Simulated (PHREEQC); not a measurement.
Acid mine or pickling water: an equilibrium model

A made-up water analysis in mg/kgw, 25 °C, pH 4.15, pe 12.2:

```
constituent  mg/kgw
-----------  ------
Na             1740
K               689
Ca              467
Mg              234
Cl             1260
S(6) as SO4    4940
Zn             7.87
Ni             7.35
Al             2.16
Li           0.0989
Cd             27.6
```

Valence states are taken as typed.

Model: ion-association model, wateq4f.dat, run in PHREEQC.

Each row changes one thing in this solution. No solid was allowed to form.

| case | ionic strength (mol/kgw) | Na+ (mol/kgw) | SO4-2 (mol/kgw) | K+ (mol/kgw) | Ca+2 (mol/kgw) | Mg+2 (mol/kgw) | SI of Gypsum (CaSO4:2H2O) | SI of Gibbsite (Al(OH)3) |
|---|---|---|---|---|---|---|---|---|
| as made | 0.160 | 0.0716 | 0.0360 | 0.0164 | 0.00666 | 0.00498 | -0.01 | -1.63 |
| temperature from 25 to 90 °C at the same typed pH | 0.146 | [?] | 0.0316 | 0.0153 | 0.00626 | 0.00269 | +0.02 | +0.98 |
| Cd from 27.6 to 82.8 mg/kgw | 0.160 | 0.0716 | 0.0358 | 0.0164 | [?] | 0.00500 | -0.01 | -1.62 |
| all concentrations times 2 at the same typed pH | 0.304 | 0.140 | 0.0658 | 0.0318 | 0.0124 | 0.00905 | +0.34 | -1.55 |

### Question
What belongs in the gaps?

### Answer

- temperature from 25 to 90 °C at the same typed pH, Na+ (mol/kgw): 0.0713
- Cd from 27.6 to 82.8 mg/kgw, Ca+2 (mol/kgw): 0.00668

Species that the database lacks are ignored. Some of these states are supersaturated (in Boehmite (slow to form), Gibbsite (slow to form), Gypsum, for instance). Away from 25 °C the constants follow the database's enthalpies or fits; those with neither stay at their 25 °C values.
